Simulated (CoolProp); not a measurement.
Saturation properties of R236EA (Tc = 139.3 °C, pc = 3.414 MPa, ω = 0.368).

The numbers come from the reference Helmholtz-energy equation of state, Rui 2013 in CoolProp.

| T (°C) | p (MPa) | liquid cp (kJ/(kg K)) | vapour Z | liquid viscosity (µPa s) | vapour viscosity (µPa s) |
|---|---|---|---|---|---|
| 44.85 | 0.3913 | 1.297 | 0.8870 | 294 | 11.5 |
| 48.35 | 0.4341 | 1.305 | 0.8785 | 281 | 11.7 |
| 51.95 | 0.4818 | 1.314 | 0.8694 | 268 | 11.8 |
| 55.55 | 0.5333 | 1.323 | 0.8598 | 256 | 11.9 |
| 59.05 | 0.5873 | 1.333 | 0.8501 | 245 | ___ |
| 62.65 | 0.6471 | 1.344 | 0.8395 | 234 | 12.2 |
| 66.25 | 0.7113 | 1.356 | 0.8285 | 223 | 12.4 |
| 69.75 | ___ | 1.369 | 0.8173 | 213 | 12.5 |
| 73.35 | 0.8521 | 1.383 | 0.8053 | 203 | 12.7 |
| 76.95 | 0.9310 | 1.398 | 0.7927 | 194 | 12.8 |
| 80.45 | 1.013 | 1.414 | ___ | 185 | 13.0 |
| 84.05 | 1.103 | 1.432 | 0.7660 | 176 | 13.2 |
| 87.65 | 1.198 | 1.453 | 0.7516 | 168 | 13.4 |
| 91.15 | 1.297 | 1.476 | 0.7368 | 160 | 13.6 |
| 94.75 | 1.405 | ___ | 0.7209 | 152 | 13.9 |

Question: Fill in the missing entries.

Answer: 
- 59.05, vapour viscosity (µPa s): 12.1
- 69.75, p (MPa): 0.7783
- 80.45, vapour Z: 0.7798
- 94.75, liquid cp (kJ/(kg K)): 1.502

It boils at 6.2 °C under 1 atm.

Viscosity comes from a separate model (Huber 2003), an estimate that may be off by 10 % or more.
